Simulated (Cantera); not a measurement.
A freely propagating, adiabatic, planar premixed flame of CH4 : O2 : N2 : H2O = 1 : 1.43 : 5.37 : 0.38 (molar parts), equivalence ratio 1.4, unburnt at 575 K and 0.888 atm; mixture-averaged transport, grid criteria slope 0.08 and curve 0.16, no radiation.

Model: GRI-Mech 3.0 (53 species, 325 reactions), integrated in Cantera. Burning velocities carry a grid error of a few per cent, more on coarse grids.

### Question
How do the results move with these cheaper or finer settings: unity-Lewis-number transport; multicomponent transport; multicomponent+Soret transport; grid criteria slope 0.5, curve 1; grid criteria slope 0.25, curve 0.5; grid criteria slope 0.03, curve 0.06?

### Answer
| setting | laminar burning velocity | thermal thickness | peak x(HCO) | peak x(CH2O) | grid points |
|---|---|---|---|---|---|
| as above | 55.6 cm/s | 0.658 mm | 1.87e-5 | 0.000999 | 146 |
| unity-Lewis-number transport | 37.0 cm/s | 0.854 mm | 1.37e-5 | 0.000609 | 139 |
| multicomponent transport | 55.7 cm/s | 0.669 mm | 1.87e-5 | 0.000998 | 146 |
| multicomponent+Soret transport | 56.3 cm/s | 0.652 mm | 1.97e-5 | 0.00101 | 146 |
| grid criteria slope 0.5, curve 1 | 59.3 cm/s | 0.715 mm | 1.86e-5 | 0.000998 | 36 |
| grid criteria slope 0.25, curve 0.5 | 57.2 cm/s | 0.679 mm | 1.87e-5 | 0.000997 | 55 |
| grid criteria slope 0.03, curve 0.06 | 54.9 cm/s | 0.653 mm | 1.87e-5 | 0.00100 | 322 |
The base run took very roughly 5 core-seconds.
Unity Lewis numbers drop preferential diffusion, which matters most where H2 and H carry the flame; Soret adds thermal diffusion.
